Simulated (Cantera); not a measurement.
Feed: 1 mol SiH4, 4.2 mol HCl, 9.2 mol H2, at 1475 K and 59000 Pa.

Cantera equilibrium calculation (NASA polynomials, part measured and part estimated; ideal gas, pure solids and liquids). Candidate condensed phases: Si; 19 gas species. The tables' values for SiCl3 are old estimates; treat these amounts as uncertain. Equilibrium is a limit: real reactors are often held back by kinetics, nucleation or transport.

Base state: H2 0.824, HCl 0.109, SiCl2 0.0386, SiCl3 0.0105, SiCl4 0.00967, SiHCl3 0.00690, SiH2Cl2 0.000772, SiH3Cl 2.52e-5 (mole fractions); condensed: gas only.

What changes in the equilibrium state with this change: HCl from 4.2 to 0.11 mol?


```tsv
species	before	after
H2	0.824	0.991
HCl	0.109	0.00915
SiCl2	0.0386	0.000266
SiCl3	0.0105	5.51e-6
SiCl4	0.00967	3.88e-7
SiHCl3	0.00690	3.98e-6
SiH2Cl2	0.000772	6.40e-6
SiH3Cl	2.52e-5	3.01e-6
H	1.53e-5	1.68e-5
Si(s), mol	0	0.997
```
